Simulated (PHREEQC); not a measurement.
Dissolve 0.0031 mol/kgw HCl, 0.29 mol/kgw NaCl and 0.00021 mol/kgw MgCl2 at 25 °C. Closed to the air; pH follows from the charge balance.

All values are PHREEQC results (ion-association model, phreeqc.dat), not measurements.

Precipitation was switched off in this run.

Problem. Predict the pH, specific conductance, density.

Solution. pH 2.62; specific conductance 28800 µS/cm; density 1.009 g/cm³.

Species that the database lacks are ignored.
